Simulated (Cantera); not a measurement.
A perfectly stirred reactor is fed with 4.96 % CH4, 2.03 % C2H6, 19.6 % O2, 73.4 % N2, equivalence ratio 0.87, at 101000 Pa; it is adiabatic with a 550 K inlet, and is followed from long to short residence time, starting on the burning branch (τ in s: 0.051, 0.017, 0.0059, 0.002, 0.0007, 0.00024, 8.2e-05, 2.8e-05, 9.7e-06, 3.3e-06).

Detailed kinetics in Cantera: GRI-Mech 3.0 (53 species, 325 reactions).

### Question
Predict: blow-out, bracketed by the residence times tried; x(CH4) at τ = 51.0 ms; x(C2H6) at τ = 51.0 ms; x(O2) at τ = 51.0 ms; x(NO) at τ = 51.0 ms; x(CH3) at τ = 51.0 ms; x(CH4) at τ = 0.240 ms; x(C2H6) at τ = 0.240 ms; x(O2) at τ = 0.240 ms; x(NO) at τ = 0.240 ms; x(CH3) at τ = 0.240 ms.

### Answer
blow-out, bracketed by the residence times tried: burning at 82.0 µs, out at 28.0 µs
x(CH4) at τ = 51.0 ms: 2.55e-6
x(C2H6) at τ = 51.0 ms: 1.37e-7
x(O2) at τ = 51.0 ms: 0.0268
x(NO) at τ = 51.0 ms: 0.00147
x(CH3) at τ = 51.0 ms: 1.66e-6
x(CH4) at τ = 0.240 ms: 0.000182
x(C2H6) at τ = 0.240 ms: 1.85e-5
x(O2) at τ = 0.240 ms: 0.0399
x(NO) at τ = 0.240 ms: 5.27e-5
x(CH3) at τ = 0.240 ms: 7.76e-5
